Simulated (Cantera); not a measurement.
Silicon carbide growth: SiF4 + CH4 + H2

Charge: 1 mol SiF4, 1.6 mol CH4, 55 mol H2, at 875 °C and 0.133 bar.

Cantera equilibrium calculation (NASA polynomials, part measured and part estimated; ideal gas, pure solids and liquids). Candidate condensed phases: C, C6H6, C7H8, C8H18, Si, SiC; 113 gas species. The tables' values for SiF3 are old estimates; treat these amounts as uncertain. Rates play no part.

```json
{
 "x(H2)": "0.979",
 "x(SiF4)": "0.0164",
 "x(CH4)": "0.00304",
 "x(HF)": "0.000569",
 "x(SiHF3)": "0.000501",
 "x(SiF3)": "5.28e-5",
 "x(SiH2F2)": "7.65e-6",
 "n(C(graphite))": "1.42 mol",
 "gas_amount": "59.02 mol",
 "log10 activity of Si(s) (absent)": "-3.15"
}
```
